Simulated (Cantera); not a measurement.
# Catalytic combustion on Pt

An isothermal plug-flow reactor at 1150 K and 190000 Pa (inlet), inlet velocity 0.12 m/s, active area per volume 210 1/m; feed CH4 : O2 : N2 = 0.013 : 0.028 : 1.7 (molar parts), equivalence ratio 0.93.

Cantera simulation using Deutschmann's 1995 Pt surface mechanism with GRI-Mech 3.0 gas chemistry; the numbers are that mechanism's predictions, not measurements. Catalytic surfaces can have several steady states; this one follows from the mechanism file's or the stated starting coverage. Mass transfer to the wall is taken as infinitely fast.

| z (m) | x CH4 | x O2 | x H2O | x CO2 | x CO | θ free Pt | θ O* | θ OH* |
|---|---|---|---|---|---|---|---|---|
| 0.00012 | 0.00666 | 0.0145 | 0.00161 | 0.000793 | 9.16e-6 | 0.472 | 0.527 | 0.000849 |
| 0.0002 | 0.00616 | 0.0135 | 0.00261 | 0.00129 | 8.57e-6 | 0.477 | 0.522 | 0.00105 |
| 0.00034 | 0.00534 | 0.0119 | 0.00423 | 0.00210 | 7.61e-6 | 0.486 | 0.513 | 0.00131 |
| 0.00057 | 0.00417 | 0.00954 | 0.00656 | 0.00326 | 6.18e-6 | 0.500 | 0.498 | 0.00161 |
| 0.00095 | 0.00266 | 0.00655 | 0.00954 | 0.00475 | 4.22e-6 | 0.525 | 0.473 | 0.00192 |
| 0.0016 | 0.00109 | 0.00346 | 0.0126 | 0.00630 | 1.94e-6 | 0.565 | 0.433 | 0.00218 |
| 0.0026 | 0.000210 | 0.00174 | 0.0144 | 0.00715 | 4.38e-7 | 0.603 | 0.395 | 0.00229 |
| 0.0044 | 8.14e-6 | 0.00133 | 0.0148 | 0.00736 | 3.29e-8 | 0.617 | 0.381 | 0.00231 |
| 0.0073 | 5.07e-8 | 0.00129 | 0.0148 | 0.00737 | 1.19e-8 | 0.618 | 0.379 | 0.00231 |
| 0.012 | 3.48e-9 | 0.00127 | 0.0149 | 0.00738 | 9.56e-9 | 0.619 | 0.378 | 0.00231 |
x: gas mole fraction; θ: surface coverage.
